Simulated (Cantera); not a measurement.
Feed: 1 mol SiHCl3, 0.7 mol HCl, 52 mol H2, equilibrated at 1077 °C and 13300 Pa.

Method: chemical equilibrium by Gibbs-energy minimisation in Cantera with the NASA 1993 tables (ideal gas, pure condensed phases). The tables' values for SiCl3 are old estimates; treat these amounts as uncertain. Rates play no part.

```csv
species,before,after
H2,0.944,0.908
HCl,0.0474,0.0692
SiCl2,0.00668,0.0148
SiCl4,0.000565,0.00278
SiCl3,0.000870,0.00288
SiHCl3,0.000645,0.00209
SiH2Cl2,0.000107,0.000229
"Si(s), mol",0.515,0.326
```
Gas species are given as mole fractions.

Question: Which change was made?
A. H2 from 52 to 85 mol
B. HCl from 0.7 to 0.065 mol
C. temperature from 1077 °C to 1977 °C
D. H2 from 52 to 27 mol

Answer: D, H2 from 52 to 27 mol
